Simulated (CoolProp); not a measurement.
Vapour-liquid equilibrium of R22 (1) + R113 (2) at 333.3 K; x and y are mole fractions of (1).

Values from CoolProp's multi-fluid Helmholtz-energy mixture model, Kamei 1995 and Marx 1992; pair parameters Bell 2016.

```
x     bubble pressure, mixture model (MPa)  bubble pressure, Raoult's law (MPa)  y, mixture model  y, Raoult's law
----  ------------------------------------  -----------------------------------  ----------------  ---------------
0.05                                0.2582                               0.2651             0.423            0.459
0.15                                0.4838                               0.4936             0.704            0.740
0.25                                0.7142                               0.7220             0.809            0.843
0.35                                0.9406                               0.9505             0.863            0.897
0.45                                 1.159                                1.179             0.897            0.930
0.55                                 1.370                                1.407             0.920            0.952
0.65                                 1.578                                1.636             0.939            0.968
0.75                                 1.791                                1.864             0.955            0.980
0.85                                 2.022                                2.093             0.972            0.989
0.95                                 2.285                                2.321             0.990            0.997
```

The largest gap from Raoult's law is -3.9 % in bubble pressure, at x = 0.75. No azeotrope shows between x = 0.05 and 0.95.

Pair parameters are fitted to limited data, so mixtures are less certain than the pure fluids.
